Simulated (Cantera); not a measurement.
A perfectly stirred reactor is fed with H2 : O2 : N2 : NO = 1 : 0.962 : 3.62 : 0.0069 (molar parts), at 14300 Torr; it is adiabatic with a 475 K inlet, and is followed from long to short residence time, starting on the burning branch (τ in s: 0.44, 0.16, 0.062, 0.023, 0.0086, 0.0032, 0.0012, 0.00045, 0.00017, 6.3e-05, 2.4e-05).

Model: GRI-Mech 3.0 (53 species, 325 reactions), integrated in Cantera. The hydrogen kinetics of GRI-Mech 3.0 are dated; newer H2 mechanisms differ, most at raised pressure. The pressure lies above the range GRI-Mech 3.0 was tuned for (to about 10 atm). The mechanism lacks 2 NO + O2 → 2 NO2 and HONO, so NO2 and the effect of NO are under-described below about 1400 K.

**Question.** What does this change do: 0.21 parts CO2 added?

**Answer.** 
```
quantity                                                                          before                                   after
------------------------------------------------  --------------------------------------  --------------------------------------
blow-out, bracketed by the residence times tried  burning at 24.0 µs, the shortest tried  burning at 24.0 µs, the shortest tried
x(H2) at τ = 0.440 s                                                             1.25e-5                                 7.85e-6
x(O2) at τ = 0.440 s                                                              0.0906                                  0.0871
x(NO) at τ = 0.440 s                                                             0.00145                                 0.00131
x(OH) at τ = 0.440 s                                                            0.000456                                0.000286
x(NO2) at τ = 0.440 s                                                            9.89e-6                                 1.05e-5
x(H2) at τ = 3.20 ms                                                            0.000161                                0.000198
x(O2) at τ = 3.20 ms                                                              0.0906                                  0.0871
x(NO) at τ = 3.20 ms                                                             0.00134                                 0.00128
x(OH) at τ = 3.20 ms                                                            0.000699                                0.000507
x(NO2) at τ = 3.20 ms                                                            1.80e-5                                 2.74e-5
```
